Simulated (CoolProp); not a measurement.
Vapour-liquid equilibrium of propane (1) + R152A (2) at 269 K; x and y are mole fractions of (1).

Computed with CoolProp (multi-fluid Helmholtz-energy mixture model, Lemmon 2009 and Outcalt 1996; pair parameters Bell 2016).

```json
[
 {"x": "0.05", "bubble pressure, mixture model (MPa)": "0.2792", "bubble pressure, Raoult's law (MPa)": "0.2364", "y, mixture model": "0.213", "y, Raoult's law": "0.088"},
 {"x": "0.15", "bubble pressure, mixture model (MPa)": "0.3545", "bubble pressure, Raoult's law (MPa)": "0.2554", "y, mixture model": "0.420", "y, Raoult's law": "0.245"},
 {"x": "0.25", "bubble pressure, mixture model (MPa)": "0.4015", "bubble pressure, Raoult's law (MPa)": "0.2744", "y, mixture model": "0.521", "y, Raoult's law": "0.380"},
 {"x": "0.35", "bubble pressure, mixture model (MPa)": "0.4303", "bubble pressure, Raoult's law (MPa)": "0.2934", "y, mixture model": "0.581", "y, Raoult's law": "0.498"},
 {"x": "0.45", "bubble pressure, mixture model (MPa)": "0.4481", "bubble pressure, Raoult's law (MPa)": "0.3125", "y, mixture model": "0.623", "y, Raoult's law": "0.601"},
 {"x": "0.55", "bubble pressure, mixture model (MPa)": "0.4592", "bubble pressure, Raoult's law (MPa)": "0.3315", "y, mixture model": "0.659", "y, Raoult's law": "0.692"},
 {"x": "0.65", "bubble pressure, mixture model (MPa)": "0.4657", "bubble pressure, Raoult's law (MPa)": "0.3505", "y, mixture model": "0.695", "y, Raoult's law": "0.773"},
 {"x": "0.75", "bubble pressure, mixture model (MPa)": "0.4673", "bubble pressure, Raoult's law (MPa)": "0.3695", "y, mixture model": "0.739", "y, Raoult's law": "0.847"},
 {"x": "0.85", "bubble pressure, mixture model (MPa)": "0.4609", "bubble pressure, Raoult's law (MPa)": "0.3886", "y, mixture model": "0.803", "y, Raoult's law": "0.912"},
 {"x": "0.95", "bubble pressure, mixture model (MPa)": "0.4387", "bubble pressure, Raoult's law (MPa)": "0.4076", "y, mixture model": "0.912", "y, Raoult's law": "0.972"}
]
```

The largest gap from Raoult's law is +46.7 % in bubble pressure, at x = 0.35. y crosses x between x = 0.65 and 0.75: the model has an azeotrope there.

The pair parameters rest on a limited set of measurements; away from them the model extrapolates.
